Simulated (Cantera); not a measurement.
Input: 1 mol borazine, 0.18 mol H2O, at 2325 K and 1.00 Torr.

Method: chemical equilibrium by Gibbs-energy minimisation in Cantera with the NASA 1993 tables (ideal gas, pure condensed phases). Candidate condensed phases: B, BN, B2O3, B3O3H3, H2O; 39 gas species. The feed counts by its element totals alone. The tables' values for BH2 are old estimates; treat these amounts as uncertain. Kinetics and transport are ignored.

Base state: H2 0.474, N2 0.274, H 0.207, BO 0.0264, B 0.0104, HBO 0.00549, BH2 0.00110, B2O 0.000781 (mole fractions); condensed: B(s).

### Question
What changes in the equilibrium state with this change: H2O from 0.18 to 1.5 mol?

### Answer
| species | before | after |
|---|---|---|
| H2 | 0.474 | 0.431 |
| H | 0.207 | 0.198 |
| N2 | 0.274 | 0.182 |
| BO | 0.0264 | 0.143 |
| HBO | 0.00549 | 0.0282 |
| B | 0.0104 | 0.0104 |
| B2O2 | 0.000114 | 0.00332 |
| B2O | 0.000781 | 0.00421 |
| B(s), mol | 2.75 | 1.37 |

### Question
What changes in the equilibrium state with this change: temperature from 2325 K to 1073 K?

### Answer
```csv
species,before,after
H2,0.474,0.981
N2,0.274,0.0184
H2O,1.56e-7,0.000269
H,0.207,3.80e-7
BO,0.0264,<1e-9
B,0.0104,<1e-9
HBO2,1.23e-7,4.87e-5
BH2,0.00110,<1e-9
B2O,0.000781,<1e-9
"B(s), mol",2.75,0
"BN(s), mol",0,2.88
"B2O3(l), mol",0,0.0596
```
Mutual solubility and eutectic melting of coexisting phases are not modelled.

### Question
What changes in the equilibrium state with this change: H2O from 0.18 to 6.7 mol?

### Answer
```
species      before     after
---------  --------  --------
H2            0.474     0.408
H             0.207     0.192
HBO2        1.23e-7     0.112
N2            0.274     0.103
H2O         1.56e-7    0.0998
B2O3        1.59e-8    0.0207
BO2         1.08e-8    0.0106
B            0.0104   1.84e-8
BO           0.0264    0.0349
O           3.38e-9   0.00252
OH          1.14e-8   0.00785
BH2         0.00110   1.68e-9
B2O        0.000781   1.84e-9
O2            <1e-9  0.000256
B(s), mol      2.75         0
```
